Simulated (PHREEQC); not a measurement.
A made-up water analysis in mg/L, 25 °C, pH 6.52, pe 0.6: Na 1.9; K 1.96; Ca 0.883; Mg 0.171; Cl 0.508; S(6) as SO4 1.23; Alkalinity as HCO3 9.24; Si as SiO2 0.2; Br 0.199; Mn(2) 0.0196; Zn 0.017; Li 0.000287; B 0.00245.

Cl is adjusted to close the charge balance.
Valence states are taken as typed.

Model: ion-association model, phreeqc.dat, run in PHREEQC.

| quantity | before | after |
|---|---|---|
| CO2 (mol/kgw) | 0.000101 | 9.72e-5 |
| CaSO4 (mol/kgw) | 4.32e-8 | 5.98e-8 |
| CaHCO3+ (mol/kgw) | 3.96e-8 | 5.75e-8 |
| CO3-2 (mol/kgw) | 2.48e-8 | 3.96e-8 |
| MgSO4 (mol/kgw) | 1.82e-8 | 5.84e-8 |
| MgHCO3+ (mol/kgw) | 1.16e-8 | 1.85e-8 |
| SI of Quartz (SiO2) | -1.50 | -2.18 |

**Question.** Which change was made?
(A) temperature from 25 to 80 °C at the same typed pH
(B) pH from 6.52 to 6.02 at the same alkalinity
(C) Zn from 0.017 to 0.0085 mg/L

**Answer.** A, temperature from 25 to 80 °C at the same typed pH

Precipitation was switched off in this run. Away from 25 °C the constants follow the database's enthalpies or fits; those with neither stay at their 25 °C values.
